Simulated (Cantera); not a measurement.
Input: 1 mol Mg(OH)2, a varied amount of H2, held at 1827 °C and 1.33 mbar.

Cantera equilibrium calculation (NASA polynomials, part measured and part estimated; ideal gas, pure solids and liquids). Candidate condensed phases: H2O, Mg, MgO, Mg(OH)2; 15 gas species. The numbers say what is thermodynamically allowed, not how fast it happens.

### Question
At 0.097 mol H2, list the 6 most abundant gas species with their mole fractions, and the condensed phases.

### Answer
H2O 0.812, H2 0.110, H 0.0282, OH 0.0249, O2 0.0145, Mg 0.00599. Condensed: MgO(s).
